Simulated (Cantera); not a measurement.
Feed: 1 mol CH₂F₂, 1.3 mol F₂, at 2873.15 K and 1.00 Torr.

Method: chemical equilibrium by Gibbs-energy minimisation in Cantera with the NASA 1993 tables (ideal gas, pure condensed phases). The numbers say what is thermodynamically allowed, not how fast it happens.

```tsv
species	before	after
F	0.499	0.493
HF	0.367	0.377
C₃	0.0442	0.0440
H	0.0297	0.0242
CF	0.0403	0.0431
CF₂	0.00354	0.00478
H₂	0.000106	8.99e-5
C	0.00990	0.00841
C₅	0.000457	0.000535
C₂	0.00476	0.00438
C₄	9.40e-5	0.000102
```
Gas species are given as mole fractions.

Which change was made?
A. pressure from 1.00 Torr to 1.28 Torr
B. temperature from 2873.15 K to 3300 K
C. temperature from 2873.15 K to 3125 K
D. F₂ from 1.3 to 0.075 mol

A, pressure from 1.00 Torr to 1.28 Torr
